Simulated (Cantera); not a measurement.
Input (Python, Cantera):

```python
import numpy as np
import cantera as ct

gas = ct.Solution("gri30.yaml")
gas.TPX = 1398, 16000, {'CO': 0.0013, 'O2': 0.015, 'H2O': 0.0072, 'N2': 1}
reactor = ct.IdealGasConstPressureReactor(gas, energy="off", clone=False)
net = ct.ReactorNet([reactor])
net.rtol, net.atol = 1e-08, 1e-18
show = ['CO', 'O2', 'H2O', 'NO2', 'H2O2', 'NO', 'H']
times = np.geomspace(4e-06, 80, 10)

steps = ct.SolutionArray(gas, extra=["t"])
rows = []
print(f"{'t/s':>10s}{'T/K':>9s}{'P/Pa':>11s}" + "".join(f"{s:>11s}" for s in show))
for t in times:
    while net.time < t:
        t_next = net.step()
        steps.append(gas.state, t=t_next)
    rows.append([np.interp(t, steps.t, y) for y in (steps.T, steps.P, *steps(*show).X.T)])
    print(f"{t:10.3e}{rows[-1][0]:9.1f}{rows[-1][1]:11.4g}" + "".join(f"{x:11.3e}" for x in rows[-1][2:]))
rate = np.gradient(steps.T, steps.t)
print("integrator steps:", len(steps.t))
if steps.T.max() > steps.T[0] + 200:
    print(f"time of steepest temperature rise: {steps.t[rate.argmax()]:.4e} s")
gas.TPX = 1398, 16000, {'CO': 0.0013, 'O2': 0.015, 'H2O': 0.0072, 'N2': 1}
gas.equilibrate("TP")
print(f"equilibrium (TP): T = {gas.T:.1f} K  " + "  ".join(f"{s} {gas[s].X[0]:.3e}" for s in show))
```

Output:

```
       t/s      T/K       P/Pa         CO         O2        H2O        NO2       H2O2         NO          H
 4.000e-06   1398.0    1.6e+04  1.270e-03  1.466e-02  7.035e-03  8.222e-30  2.953e-17  4.190e-21  4.630e-15
 2.590e-05   1398.0    1.6e+04  1.270e-03  1.466e-02  7.035e-03  2.163e-27  1.125e-15  1.955e-19  1.260e-13
 1.677e-04   1398.0    1.6e+04  1.270e-03  1.466e-02  7.035e-03  8.953e-25  3.064e-14  1.109e-17  3.930e-12
 1.086e-03   1398.0    1.6e+04  1.270e-03  1.466e-02  7.035e-03  4.707e-22  3.137e-13  5.040e-16  9.889e-11
 7.030e-03   1398.0    1.6e+04  1.270e-03  1.466e-02  7.035e-03  7.461e-19  1.908e-12  5.214e-14  7.336e-09
 4.552e-02   1398.0    1.6e+04  1.615e-04  1.396e-02  6.799e-03  7.168e-12  1.600e-08  4.130e-08  1.148e-04
 2.947e-01   1398.0    1.6e+04  1.736e-06  1.401e-02  7.013e-03  1.142e-10  1.401e-09  1.363e-07  9.918e-07
 1.908e+00   1398.0    1.6e+04  9.541e-08  1.403e-02  7.033e-03  1.210e-10  1.167e-10  1.494e-07  1.830e-08
 1.236e+01   1398.0    1.6e+04  2.617e-08  1.403e-02  7.036e-03  1.171e-10  3.750e-11  1.522e-07  3.141e-09
 8.000e+01   1398.0    1.6e+04  2.558e-08  1.403e-02  7.036e-03  1.255e-10  3.678e-11  1.629e-07  3.048e-09
integrator steps: 1406
equilibrium (TP): T = 1398.0 K  CO 2.568e-08  O2 1.392e-02  H2O 7.036e-03  NO2 1.586e-07  H2O2 3.665e-11  NO 2.065e-04  H 3.054e-09
```

Cantera simulation using GRI-Mech 3.0 (53 species, 325 reactions); the numbers are that mechanism's predictions, not measurements.
